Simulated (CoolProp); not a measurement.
Values from CoolProp's reference Helmholtz-energy equation of state, Lemmon 2006. It is a short technical equation, of lower accuracy than the large ones.

### Question
For acetone, give the phase and the speed of sound (m/s), Joule-Thomson coefficient (K/MPa), isothermal compressibility (1/MPa), expansivity (1/kK) at 204.1 K and 5.83 MPa; 250.1 K and 5.83 MPa; 268.5 K and 5.83 MPa.

### Answer
- 204.1 K and 5.83 MPa: liquid; speed of sound 1650, Joule-Thomson coefficient -0.427, isothermal compressibility 0.000573, expansivity 1.18
- 250.1 K and 5.83 MPa: liquid; speed of sound 1420, Joule-Thomson coefficient -0.402, isothermal compressibility 0.000810, expansivity 1.23
- 268.5 K and 5.83 MPa: liquid; speed of sound 1340, Joule-Thomson coefficient -0.387, isothermal compressibility 0.000938, expansivity 1.27
